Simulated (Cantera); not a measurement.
# Ammonia decomposition in nitride growth gas

An isothermal, constant-pressure homogeneous reactor starts with NH3 : N2 = 1 : 5.1 (molar parts), at 1600 K and 1.00 bar.

Cantera simulation using the gas-phase N/H chemistry of the illustrative SiF4/NH3 mechanism in the Surface Chemkin manual (1991); the numbers are that mechanism's predictions, not measurements. Walls and surfaces, which speed up NH3 decomposition in real reactors, are not modelled.

```tsv
t (s)	x NH3	x H2	x NH2	x N	x N2H2
8.00e-5	0.164	5.77e-7	1.16e-6	<1e-12	4.07e-11
0.000197	0.164	1.43e-6	2.86e-6	<1e-12	2.93e-10
0.000486	0.164	3.61e-6	7.02e-6	2.38e-12	1.97e-9
0.00120	0.164	1.01e-5	1.70e-5	1.51e-11	1.27e-8
0.00295	0.164	3.92e-5	3.57e-5	5.77e-11	6.08e-8
0.00726	0.164	0.000171	4.69e-5	1.61e-10	1.08e-7
0.0179	0.163	0.000540	4.71e-5	3.63e-10	1.10e-7
0.0441	0.163	0.00145	4.63e-5	8.78e-10	1.09e-7
0.109	0.161	0.00365	4.48e-5	2.16e-9	1.07e-7
0.267	0.157	0.00890	4.22e-5	4.76e-9	1.02e-7
0.659	0.148	0.0208	3.86e-5	8.12e-9	8.98e-8
1.62	0.129	0.0450	3.32e-5	1.01e-8	6.85e-8
4.00	0.0981	0.0849	2.53e-5	9.49e-9	4.01e-8
```
x: mole fraction; the columns are a selection and need not sum to one.

Equilibrium at this temperature and pressure: NH3 3.98e-6, H2 0.211, NH2 1.13e-9, N <1e-12, N2H2 <1e-12 (gas phase only).
